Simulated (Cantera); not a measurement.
Mixture: H₂ : O₂ : N₂ = 1 : 0.25 : 1.6 (molar parts), at 1000000 Pa, adiabatic and at constant volume. Ignition delay is the time to a rise of 400 K.

Cantera simulation using the H2/O2 subset of GRI-Mech 3.0, which has no nitrogen chemistry; the numbers are that mechanism's predictions, not measurements. The hydrogen kinetics of GRI-Mech 3.0 are dated; newer H2 mechanisms differ, most at raised pressure.

Task: What does this change do: N2 1.6 to 0.65 parts?

Result: 
```
quantity                                               before      after
--------------------------------------------------  ---------  ---------
delay at 1073 K                                       1.46 ms    1.07 ms
delay at 1173 K                                      0.138 ms   0.112 ms
delay at 1273 K                                       10.2 µs    7.71 µs
delay at 1373 K                                       3.81 µs    2.55 µs
delay at 1473 K                                       2.26 µs    1.46 µs
apparent activation energy between 1373 and 1473 K  88 kJ/mol  93 kJ/mol
```

Task: What does this change do: H2 1 to 0.49 parts?

Result: 
```tsv
quantity	before	after
delay at 1073 K	1.46 ms	1.98 ms
delay at 1173 K	0.138 ms	0.169 ms
delay at 1273 K	10.2 µs	9.41 µs
delay at 1373 K	3.81 µs	3.71 µs
delay at 1473 K	2.26 µs	2.25 µs
apparent activation energy between 1373 and 1473 K	88 kJ/mol	85 kJ/mol
```
